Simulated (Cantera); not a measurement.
Cantera with NASA thermochemical tables; ideal gases at 1 bar, condensed phases pure. Values are per mole of reaction as written; species without (g) are pure solids or liquids, kept so even where they would boil at 1 bar.

a) Ba + Br₂(g) ⇌ BaBr₂
b) 0.5 Si + Br₂(g) ⇌ 0.5 SiBr₄(g)
c) Mg + Br₂(g) ⇌ MgBr₂
d) 0.6667 Al + Br₂(g) ⇌ 0.6667 AlBr₃(g)
e) Ca + Br₂(g) ⇌ CaBr₂
f) Hg + Br₂(g) ⇌ HgBr₂

### Question
Order these by ΔG° at 600 K, most negative first.

### Answer
a (-695 kJ), e (-621 kJ), c (-460 kJ), d (-286 kJ), b (-200 kJ), f (-114 kJ)
